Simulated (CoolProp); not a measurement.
R21 along the isobar 13300 kPa: density (kg/m³) from the reference equation and from simpler models built on Tc = 452.7 K, pc = 5289 kPa, ω = 0.206; each cubic takes its own stable root.

Computed with CoolProp (reference Helmholtz-energy equation of state, Platzer 1990). This equation is an older, rougher fit; its heat capacities, sound speeds and derivatives of the liquid may be far off and weren't checked against measurements.

```tsv
T (K)	phase	reference
303.1	liquid	1389
324.3	liquid	1342
345.6	liquid	1292
366.8	liquid	1240
388	liquid	1184
409.3	liquid	1123
430.5	liquid	1057
451.8	liquid	981.9
473	supercritical	895.7
```

Task: How far does each simpler model (van der Waals, Redlich-Kwong, Soave-Redlich-Kwong, Peng-Robinson) lie from the reference over these 9 states: mean and median of the absolute difference, and the worst?

Result: 
- van der Waals: mean 31.4 %, median 32.3 %, worst -35.1 % at 303.1 K and 13300 kPa
- Redlich-Kwong: mean 8.8 %, median 8.7 %, worst -10.0 % at 451.8 K and 13300 kPa
- Soave-Redlich-Kwong: mean 7.5 %, median 6.8 %, worst -11.4 % at 473 K and 13300 kPa
- Peng-Robinson: mean 4.2 %, median 5.0 %, worst +6.3 % at 324.3 K and 13300 kPa
